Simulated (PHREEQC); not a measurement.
A solution holds 0.0047 mol/kgw H2SeO3, at 25 °C. Closed to the air; pH follows from the charge balance.

Model: ion-association model, wateq4f.dat, run in PHREEQC.

```json
[
 {"quantity": "pH", "before": "2.68", "after": "3.42"},
 {"quantity": "ionic strength (mol/kgw)", "before": "0.00221", "after": "0.000389"},
 {"quantity": "HSeO3- (mol/kgw)", "before": "0.00221", "after": "0.000389"},
 {"quantity": "SeO3-2 (mol/kgw)", "before": "3.88e-9", "after": "3.46e-9"}
]
```

Problem. Name the change that produced these shifts.
A) H2SeO3 from 0.0047 to 0.00423 mol/kgw
B) diluted 10-fold with water
C) 0.0042 mol/kgw NH4Cl added
D) H2SeO3 replaced by Na2SeO3 at the same molality

Solution. B, diluted 10-fold with water

This is a speciation only: nothing precipitates in the calculation.
